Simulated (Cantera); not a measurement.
What does this Cantera script print?

```python
import numpy as np
import cantera as ct

gas = ct.Solution("gri30.yaml")
gas.TPX = 575, 1200000, {'C2H4': 1, 'O2': 6.67, 'N2': 25.1, 'CO2': 1.7}
inlet = ct.Reservoir(gas, clone=True)
gas.equilibrate("HP")  # start burning
reactor = ct.IdealGasConstPressureReactor(gas, energy="on", clone=False)
exhaust = ct.Reservoir(gas, clone=True)
tau = [0.27, 0.1, 0.039, 0.015, 0.0056, 0.0021, 0.00081, 0.00031, 0.00012, 4.4e-05, 1.7e-05][0]
for a, b in ((inlet, reactor), (reactor, exhaust)):
    ct.MassFlowController(a, b, mdot=lambda t: reactor.mass / tau)
net = ct.ReactorNet([reactor])
show = ['C2H4', 'O2', 'CO2', 'OH', 'CH2O', 'HCO']

rows = []
print(f"{'tau/s':>10s}{'T/K':>9s}" + "".join(f"{s:>11s}" for s in show))
for tau in [0.27, 0.1, 0.039, 0.015, 0.0056, 0.0021, 0.00081, 0.00031, 0.00012, 4.4e-05, 1.7e-05]:
    net.initial_time = 0.0
    net.advance(30 * tau)
    before = gas.X
    net.advance(40 * tau)
    drift = np.max(np.abs(gas.X - before) / (gas.X + 1e-9))
    rows.append([gas.T, *gas[show].X, drift])
    print(f"{tau:10.3e}{gas.T:9.1f}" + "".join(f"{x:11.3e}" for x in gas[show].X))
```

Output:

```
     tau/s      T/K       C2H4         O2        CO2         OH       CH2O        HCO
 2.700e-01   1635.9  2.161e-06  1.065e-01  1.073e-01  1.126e-04  1.224e-07  3.596e-10
 1.000e-01   1635.1  4.577e-06  1.065e-01  1.072e-01  1.396e-04  2.669e-07  9.736e-10
 3.900e-02   1633.8  8.962e-06  1.066e-01  1.070e-01  1.755e-04  5.456e-07  2.523e-09
 1.500e-02   1631.1  1.734e-05  1.067e-01  1.067e-01  2.227e-04  1.124e-06  6.711e-09
 5.600e-03   1625.8  3.396e-05  1.070e-01  1.061e-01  2.810e-04  2.406e-06  1.869e-08
 2.100e-03   1614.9  6.718e-05  1.077e-01  1.047e-01  3.396e-04  5.370e-06  5.278e-08
 8.100e-04   1590.3  1.415e-04  1.092e-01  1.016e-01  3.632e-04  1.322e-05  1.480e-07
 3.100e-04    575.0  2.901e-02  1.935e-01  4.932e-02  1.624e-27  1.772e-17  5.257e-30
 1.200e-04    575.0  2.901e-02  1.935e-01  4.932e-02  1.103e-30  1.203e-20  3.572e-33
 4.400e-05    575.0  2.901e-02  1.935e-01  4.932e-02  7.010e-32  7.596e-22  2.283e-34
 1.700e-05    575.0  2.901e-02  1.935e-01  4.932e-02  4.836e-33  4.798e-23  1.705e-35
```

Computed with Cantera and GRI-Mech 3.0 (53 species, 325 reactions). GRI-Mech 3.0 was tuned for natural gas; its chemistry of ethylene as a main component is partial and can be far from experiment. The pressure lies above the range GRI-Mech 3.0 was tuned for (to about 10 atm).
